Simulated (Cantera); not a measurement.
## Hydrocarbon pyrolysis for carbon deposition

An isothermal, constant-pressure homogeneous reactor starts with 4.76 % C₂H₆, 95.2 % N₂, at 1825 K and 750 Torr.

Model: GRI-Mech 3.0 (53 species, 325 reactions), integrated in Cantera. GRI-Mech 3.0 stops at C3 and has no aromatics, soot or wall deposition, so with more carbon than oxygen in the feed, carbon stays in small species such as C2H2 where larger ones or solid carbon would form.

| t (s) | x C₂H₆ | x C₂H₂ | x C₂H₄ | x CH₂ | x H₂ | x C₂H |
|---|---|---|---|---|---|---|
| 8.00e-6 | 0.0240 | 0.000891 | 0.0120 | 4.98e-5 | 0.0126 | 3.34e-7 |
| 2.58e-5 | 0.00343 | 0.0125 | 0.0200 | 3.14e-5 | 0.0390 | 1.98e-6 |
| 8.30e-5 | 0.000140 | 0.0282 | 0.00852 | 4.52e-6 | 0.0578 | 1.25e-6 |
| 0.000267 | 2.12e-5 | 0.0348 | 0.00235 | 8.63e-7 | 0.0652 | 6.14e-7 |
| 0.000862 | 1.16e-5 | 0.0373 | 0.000314 | 5.34e-7 | 0.0687 | 5.28e-7 |
| 0.00278 | 7.53e-6 | 0.0386 | 0.000160 | 4.42e-7 | 0.0723 | 5.47e-7 |
| 0.00894 | 2.80e-6 | 0.0405 | 9.94e-5 | 2.83e-7 | 0.0781 | 5.78e-7 |
| 0.0288 | 5.31e-7 | 0.0422 | 7.54e-5 | 1.30e-7 | 0.0831 | 6.10e-7 |
| 0.0928 | 6.84e-8 | 0.0430 | 7.27e-5 | 4.74e-8 | 0.0855 | 6.27e-7 |
| 0.299 | 1.21e-8 | 0.0432 | 7.31e-5 | 1.86e-8 | 0.0863 | 6.33e-7 |
| 0.963 | 7.23e-9 | 0.0433 | 7.33e-5 | 1.34e-8 | 0.0864 | 6.34e-7 |
| 3.10 | 7.16e-9 | 0.0433 | 7.32e-5 | 1.33e-8 | 0.0864 | 6.34e-7 |
| 10.0 | 7.15e-9 | 0.0432 | 7.32e-5 | 1.33e-8 | 0.0864 | 6.33e-7 |
x: mole fraction; the columns are a selection and need not sum to one.

Equilibrium at this temperature and pressure: C₂H₆ 2.01e-9, C₂H₂ 0.0120, C₂H₄ 2.04e-5, CH₂ 7.04e-9, H₂ 0.0867, C₂H 1.76e-7 (gas phase only).
